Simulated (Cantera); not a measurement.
A freely propagating, adiabatic, planar premixed flame of 31.6 % H₂, 14.4 % O₂, 54.0 % N₂, unburnt at 375 K and 5.00 bar; mixture-averaged transport, grid criteria slope 0.08 and curve 0.16, no radiation.

Model: the H2/O2 subset of GRI-Mech 3.0, which has no nitrogen chemistry, integrated in Cantera. The hydrogen kinetics of GRI-Mech 3.0 are dated; newer H2 mechanisms differ, most at raised pressure. Burning velocities carry a grid error of a few per cent, more on coarse grids.

x: mole fraction of selected species; z is measured from the peak of heat release.

```csv
z (mm),T (K),u (m/s),x H₂,x O₂,x H₂O₂,x OH,x H,x H₂O
-0.150,375,3.30,0.316,0.144,<1e-8,<1e-8,<1e-8,<1e-8
-0.100,375,3.30,0.316,0.144,<1e-8,<1e-8,<1e-8,5.90e-8
-0.0750,375,3.30,0.316,0.144,<1e-8,<1e-8,<1e-8,6.56e-7
-0.0500,376,3.30,0.314,0.144,1.09e-7,<1e-8,<1e-8,1.38e-5
-0.0250,(withheld),3.66,0.293,0.148,2.51e-5,1.11e-5,1.19e-6,0.00218
-0.0125,(withheld),6.14,0.243,0.141,0.000150,0.000956,0.00125,0.0320
0,(withheld),9.98,0.169,0.108,5.74e-5,0.00262,0.0118,0.111
0.0125,(withheld),12.7,0.103,0.0616,6.65e-6,0.00662,0.0248,0.197
0.0250,(withheld),14.2,0.0683,0.0330,3.49e-6,0.0107,0.0292,0.246
0.0500,2002,15.5,0.0510,0.0163,1.98e-6,0.0141,0.0249,0.276
0.100,2166,16.7,0.0456,0.0106,1.19e-6,0.0139,0.0163,0.292
0.200,2296,17.5,0.0406,0.00684,7.88e-7,0.0118,0.00976,0.305
0.400,2388,18.1,0.0357,0.00406,5.22e-7,0.00917,0.00571,0.317
```

### Question
Some entries are withheld; supply them.

### Answer

- -0.0250, T (K): 428
- -0.0125, T (K): 750
- 0, T (K): 1256
- 0.0125, T (K): 1610
- 0.0250, T (K): 1810
